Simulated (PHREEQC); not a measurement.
Dissolve 57 mmol/kgw MgCl2, 36 mmol/kgw Na2SO4 and 0.25 mmol/kgw KCl at 25 °C. Closed to the air; pH follows from the charge balance.

The numbers come from PHREEQC with the ion-association model, phreeqc.dat.

Task: The ionic strength comes out as 0.211 mol/kgw. What activity coefficients do SO4-2, Mg+2, NaSO4-, Cl-, K+ get?

Result: SO4-2 0.29, Mg+2 0.34, NaSO4- 0.74, Cl- 0.71, K+ 0.71.

This is a speciation only: nothing precipitates in the calculation. Species that the database lacks are ignored.
